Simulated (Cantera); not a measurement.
Cantera run, input and output.

```python
import numpy as np
import cantera as ct

gas = ct.Solution("gri30.yaml")
gas.TP = 300, 47000
flame = ct.CounterflowDiffusionFlame(gas, width=0.02)
flame.fuel_inlet.X, flame.fuel_inlet.T = {'CH4': 1, 'N2': 1.2}, 500
flame.oxidizer_inlet.X, flame.oxidizer_inlet.T = {'O2': 0.25, 'N2': 0.75}, 425
flame.set_refine_criteria(ratio=3, slope=0.12, curve=0.24, prune=0.03)
show = ['OH', 'H', 'NO', 'CO', 'C2H2']

rows = []
print(f"{'mdot':>8s}{'a_max':>10s}{'a_mean':>10s}{'Tmax/K':>9s}" + "".join(f"{s:>11s}" for s in show) + "   (peak mole fractions)")
for i, mdot in enumerate([0.12, 0.15, 0.2, 0.26, 0.33, 0.44, 0.57, 0.73, 0.95]):  # kg/m2/s on the oxidiser side
    flame.oxidizer_inlet.mdot, flame.fuel_inlet.mdot = mdot, 0.91 * mdot
    flame.solve(loglevel=0, auto=(i == 0))
    if flame.T.max() < max(500, 425) + 100:
        print(f"{mdot:8.3g}  no burning solution found from the previous one")
        break
    dT = np.abs(np.gradient(flame.T, flame.grid))
    rows.append([flame.strain_rate("max"), flame.strain_rate("mean"), flame.T.max(),
                 *(flame.X[gas.species_index(s)].max() for s in show), max(dT[0], dT[-1]) / dT.max()])
    print(f"{mdot:8.3g}{rows[-1][0]:10.1f}{rows[-1][1]:10.1f}{rows[-1][2]:9.1f}" + "".join(f"{x:11.3e}" for x in rows[-1][3:-1]))
```

It prints:

```
    mdot     a_max    a_mean   Tmax/K         OH          H         NO         CO       C2H2   (peak mole fractions)
    0.12     173.4      36.9   2044.6  8.682e-03  5.568e-03  2.415e-04  5.612e-02  9.128e-03
    0.15     210.2      46.2   2033.2  8.575e-03  5.697e-03  2.241e-04  5.572e-02  8.854e-03
     0.2     270.7      61.6   2018.2  8.403e-03  5.840e-03  1.998e-04  5.525e-02  8.460e-03
    0.26     342.2      80.0   2005.6  8.261e-03  5.969e-03  1.776e-04  5.501e-02  8.080e-03
    0.33     424.3     101.6   1993.5  8.098e-03  6.061e-03  1.566e-04  5.489e-02  7.711e-03
    0.44     550.4     135.5   1974.7  7.803e-03  6.096e-03  1.290e-04  5.479e-02  7.088e-03
    0.57     697.1     175.5   1955.7  7.480e-03  6.060e-03  1.039e-04  5.479e-02  6.419e-03
    0.73     874.4     224.7   1935.4  7.111e-03  5.949e-03  8.070e-05  5.497e-02  5.670e-03
    0.95    1113.3     292.5   1907.3  6.574e-03  5.670e-03  5.634e-05  5.521e-02  4.686e-03
```

Detailed kinetics in Cantera: GRI-Mech 3.0 (53 species, 325 reactions). GRI-Mech 3.0 has no aromatics or soot, which form on the fuel side of real flames. The maximum strain rate includes the flame's own expansion and is several times the mean.
